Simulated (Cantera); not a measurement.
Charge: 1 mol SiCl₄, 0.35 mol O₃, 18 mol H₂, equilibrated at 1.00 bar.

Method: chemical equilibrium by Gibbs-energy minimisation in Cantera with the NASA 1993 tables (ideal gas, pure condensed phases). Candidate condensed phases: H₂O, Si, SiO₂; 30 gas species. The tables hold silica as quartz up to 1696 K and as liquid above; real silica turns to tridymite and cristobalite and melts near 1996 K. Rates play no part.

Q: Which condensed phases are stable at each of these points (T (K)): 1400, 1450, 1500, 1550, 1600, 1650, 1700, 1750, 1800, 1850, 1900, 1950?

A: 
```tsv
T (K)	condensed phases	Si condensed (%)
1400	SiO₂(β-quartz)	52.5
1450	SiO₂(β-quartz)	52.4
1500	SiO₂(β-quartz)	52.3
1550	SiO₂(β-quartz)	52.0
1600	SiO₂(β-quartz)	51.3
1650	SiO₂(β-quartz)	49.9
1700	SiO₂(condensed)	47.3
1750	SiO₂(condensed)	43.0
1800	SiO₂(condensed)	36.7
1850	SiO₂(condensed)	28.6
1900	SiO₂(condensed)	19.9
1950	SiO₂(condensed)	12.3
```

From 1400 K to 1650 K the condensed part is SiO₂(β-quartz). From 1700 K to 1950 K the condensed part is SiO₂(condensed).
